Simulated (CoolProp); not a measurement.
A simple Rankine cycle with the fluoroketone C6F12O (FK-5-1-12): condensing at 320.15 K, boiler at 1.37 MPa, turbine inlet 499 K, turbine efficiency 0.85, pump efficiency 0.8, no recuperator. Each further row changes one setting.

Computed with CoolProp (reference Helmholtz-energy equation of state, McLinden 2015).

```csv
case,thermal efficiency (%),net work (kJ/kg),heat in (kJ/kg),turbine exit temperature (K),volume ratio over the turbine
as stated,…,25.7,253,465.2,16.1
condensing temperature 312.15 K,…,28.7,…,462.1,21.5
boiler pressure 0.959 MPa,9.0,23.1,257,471.0,10.7
turbine efficiency 0.75,8.9,…,253,…,16.2
```

Q: Some entries are withheld; supply them.

A: 
- as stated, thermal efficiency (%): 10.1
- condensing temperature 312.15 K, thermal efficiency (%): 10.9
- condensing temperature 312.15 K, heat in (kJ/kg): 262
- turbine efficiency 0.75, net work (kJ/kg): 22.6
- turbine efficiency 0.75, turbine exit temperature (K): 468.2
